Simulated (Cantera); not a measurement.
What does this Cantera script print?

```python
import numpy as np
import cantera as ct

gas_names = """
    H H2 N NH NH2 NH3 N2 N2H2 N2H4 Si SiH SiH2 SiH3 SiH4 SiN Si2 Si2N Si3
""".split()
cond_names = """
    Si(cr) Si(L) Si3N4(a)
""".split()


def load(file, names, dense=False):
    # The tables refer to 1 bar. Condensed volumes are neglected.
    table = {s.name: s for s in ct.Species.list_from_file(file)}
    out = []
    for n in names:
        d = dict(table[n].input_data)
        d["thermo"] = dict(d["thermo"], **{"reference-pressure": 1e5})
        if dense:
            d["equation-of-state"] = {"model": "constant-volume", "density": "1e6 g/cm^3"}
        out.append(ct.Species.from_dict(d))
    return out


gas = ct.Solution(thermo="ideal-gas", species=load("nasa_gas.yaml", gas_names))
cond = {s.name: ct.Solution(thermo="fixed-stoichiometry", species=[s], name=s.name)
        for s in load("nasa_condensed.yaml", cond_names, dense=True)}
atoms = {
    'SiH4': {'Si': 1, 'H': 4},
    'N2': {'N': 2},
}
top_T = {'Si3N4(a)': 2400}  # K; cautious upper limits of use, not melting points


def equilibrate(T, P, feed):
    n = {}
    for name, mol in feed.items():
        for a, k in atoms[name].items():
            n[a] = n.get(a, 0.0) + k * mol
    gas.TPX = T, P, n
    mass = sum(n.values()) * gas.mean_molecular_weight
    gas.equilibrate("TP")
    valid = [c for c in cond.values() if c.min_temp <= T <= top_T.get(c.name, c.max_temp)]
    mix = ct.Mixture([(gas, mass / gas.mean_molecular_weight)] + [(c, 0.0) for c in valid])
    mix.T, mix.P = T, P
    mix.equilibrate("TP", solver="vcs", rtol=1e-11, max_steps=5000)
    return mix


results = []
feed = {'SiH4': 1, 'N2': 3.5}  # mol
T = 1750  # K
P = 290  # Pa
mix = equilibrate(T, P, feed)
results.append((T, P, feed, dict(zip(mix.species_names, mix.species_moles))))
x = sorted(zip(gas.X, gas.species_names), reverse=True)
print(f"T = {T:g} K  P = {P:g} Pa  gas = {mix.phase_moles(0):.4g} mol")
print("   x: " + "  ".join(f"{s} {v:.3e}" for v, s in x if v > 0.0001))
print("   condensed (mol): " + ("  ".join(f"{mix.phase(i).name} {mix.phase_moles(i):.4g}"
      for i in range(1, mix.n_phases) if mix.phase_moles(i) > 1e-12) or "none"))
```

It prints:

```
T = 1750 K  P = 290 Pa  gas = 5.51 mol
   x: N2 6.352e-01  H2 3.616e-01  H 2.597e-03  Si 5.176e-04
   condensed (mol): Si(L) 0.9967
```

Equilibrium computed with Cantera from the NASA thermochemical tables; the gas is ideal and each condensed phase is pure. The tables' values for SiN are old estimates; treat these amounts as uncertain.
